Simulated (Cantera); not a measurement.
Input: 1 mol MgO, 5.8 mol N2, held at 1.33 mbar.

These are equilibrium values from Cantera (NASA tables, ideal gas, pure condensed phases), not measurements of a reactor. Candidate condensed phases: Mg, MgO; 13 gas species. Equilibrium is a limit: real reactors are often held back by kinetics, nucleation or transport. All values below are at 2500 °C.

Base state: N2 0.748, Mg 0.129, O 0.109, O2 0.00671, NO 0.00617, MgO 0.000550, N 6.78e-5 (mole fractions); condensed: gas only.

### Question
What changes in the equilibrium state with this change: 0.1 mol HCl added?

### Answer
```json
[
 {"species": "N2", "before": "0.748", "after": "0.730"},
 {"species": "Mg", "before": "0.129", "after": "0.126"},
 {"species": "O", "before": "0.109", "after": "0.107"},
 {"species": "Cl", "before": "0", "after": "0.0125"},
 {"species": "H", "before": "0", "after": "0.0120"},
 {"species": "OH", "before": "0", "after": "0.000490"},
 {"species": "HCl", "before": "0", "after": "5.25e-5"},
 {"species": "MgCl", "before": "0", "after": "3.68e-5"},
 {"species": "H2", "before": "0", "after": "3.48e-5"}
]
```
Further candidate phases: H2O, MgCl2, Mg(OH)2, NH4Cl.
